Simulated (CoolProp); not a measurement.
A simple Rankine cycle with p-xylene: condensing at 319.15 K, boiler at 1.1 MPa, turbine inlet 570.1 K, turbine efficiency 0.65, pump efficiency 0.8, no recuperator. Each further row changes one setting.

Model: reference Helmholtz-energy equation of state, Zhou 2012, in CoolProp.

```csv
case,thermal efficiency (%),net work (kJ/kg),heat in (kJ/kg),turbine exit temperature (K),volume ratio over the turbine
as stated,17.7,140,792,485.9,316
turbine inlet 590.1 K,17.5,146,838,506.7,309
condensing temperature 311.15 K,18.5,149,806,481.0,468
boiler pressure 0.77 MPa,16.8,135,801,493.8,210
turbine efficiency 0.55,14.9,118,792,497.5,323
```
